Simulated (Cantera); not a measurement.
**Ignition delay**

Mixture: CH3OH : O2 : N2 = 1 : 3.66 : 13.8 (molar parts), at 750 Torr, adiabatic and at constant pressure. Ignition delay is the time to a rise of 400 K.

Detailed kinetics in Cantera: GRI-Mech 3.0 (53 species, 325 reactions). GRI-Mech 3.0 was tuned for natural gas; its chemistry of methanol as a main component is partial and can be far from experiment.

```tsv
T0 (K)	delay (ms)
1223	8.10
1273	3.88
1323	2.00
1373	1.11
1423	0.650
1473	0.403
1523	0.262
```

apparent activation energy between 1423 and 1523 K: 160 kJ/mol
